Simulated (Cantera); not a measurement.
SiH₄ + Cl₂ + H₂ (silicon epitaxy and polysilicon growth)

A closed system holds: 1 mol SiH₄, 0.27 mol Cl₂, 21 mol H₂, held at 0.780 bar.

Cantera equilibrium calculation (NASA polynomials, part measured and part estimated; ideal gas, pure solids and liquids). Candidate condensed phases: Si; 19 gas species. The tables' values for SiCl₃ are old estimates; treat these amounts as uncertain. Gases not in the tables: Si₂H₆ and higher silanes. Kinetics and transport are ignored.

```csv
T (K),x H₂,x HCl,x SiCl₂,x SiHCl₃,x H,x SiCl₃,n Si(s),n Si(l)
1323,0.979,0.0189,0.00100,0.000342,1.78e-6,0.000154,0.959,0
1373,0.979,0.0196,0.00113,0.000188,3.73e-6,0.000121,0.963,0
1423,0.979,0.0199,0.00122,0.000103,7.44e-6,9.16e-5,0.965,0
1473,0.978,0.0201,0.00130,5.78e-5,1.42e-5,6.92e-5,0.965,0
1523,0.978,0.0201,0.00136,3.31e-5,2.59e-5,5.25e-5,0.965,0
1573,0.978,0.0202,0.00141,1.95e-5,4.55e-5,4.03e-5,0.965,0
1623,0.978,0.0201,0.00145,1.19e-5,7.74e-5,3.13e-5,0.965,0
1673,0.978,0.0201,0.00149,7.43e-6,0.000128,2.46e-5,0.964,0
1723,0.978,0.0202,0.00145,4.56e-6,0.000204,1.88e-5,0,0.965
1773,0.978,0.0204,0.00137,2.81e-6,0.000319,1.42e-5,0,0.967
```
x: gas mole fraction; n: condensed amount in mol.

From 1323 K to 1673 K the condensed part is Si(s). From 1723 K to 1773 K the condensed part is Si(l). The main Si-bearing gas is SiCl₂ throughout.
